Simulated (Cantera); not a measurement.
Input: 1 mol borazine, 0.64 mol O₂, equilibrated at 0.133 bar.

Method: chemical equilibrium by Gibbs-energy minimisation in Cantera with the NASA 1993 tables (ideal gas, pure condensed phases). Candidate condensed phases: B, BN, B₂O₃, B₃O₃H₃, H₂O; 39 gas species. The feed counts by its element totals alone. Mutual solubility and eutectic melting of coexisting phases are not modelled. Gases not in the tables: H₃BO₃. The numbers say what is thermodynamically allowed, not how fast it happens.

Q: Which condensed phases are stable at each of these points (T (K)): 900, 1000, 1100, 1200, 1300, 1400, 1500, 1600, 1700, 1800, 1900, 2000, 2100, 2200?

A: 
| T (K) | condensed phases | B condensed (%) |
|---|---|---|
| 900 | BN(s) + B₂O₃(l) | 100.0 |
| 1000 | BN(s) + B₂O₃(l) | 100.0 |
| 1100 | BN(s) + B₂O₃(l) | 100.0 |
| 1200 | BN(s) + B₂O₃(l) | 100.0 |
| 1300 | BN(s) + B₂O₃(l) | 100.0 |
| 1400 | BN(s) + B₂O₃(l) | 99.9 |
| 1500 | BN(s) + B₂O₃(l) | 99.6 |
| 1600 | BN(s) + B₂O₃(l) | 98.7 |
| 1700 | BN(s) + B₂O₃(l) | 95.8 |
| 1800 | BN(s) + B₂O₃(l) | 85.8 |
| 1900 | BN(s) | 67.8 |
| 2000 | BN(s) | 64.3 |
| 2100 | BN(s) | 61.1 |
| 2200 | BN(s) | 58.9 |

From 900 K to 1800 K the condensed part is BN(s) + B₂O₃(l). From 1900 K to 2200 K the condensed part is BN(s).
